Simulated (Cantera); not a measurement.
A freely propagating, adiabatic, planar premixed flame of CH3OH : O2 : N2 = 1 : 1.25 : 4.7 (molar parts), unburnt at 625 K and 7500 Torr; mixture-averaged transport, grid criteria slope 0.08 and curve 0.16, no radiation.

Model: GRI-Mech 3.0 (53 species, 325 reactions), integrated in Cantera. GRI-Mech 3.0 was tuned for natural gas; its chemistry of methanol as a main component is partial and can be far from experiment. Burning velocities carry a grid error of a few per cent, more on coarse grids.

Problem. What does this change do: CH3OH 1 to 0.78 parts?

Solution. 
```
quantity                     before      after
------------------------  ---------  ---------
laminar burning velocity  99.7 cm/s  74.1 cm/s
thermal thickness         0.0350 mm  0.0461 mm
peak x(CH2)                 8.00e-6    2.53e-6
peak x(CH3)                0.000139    4.80e-5
```
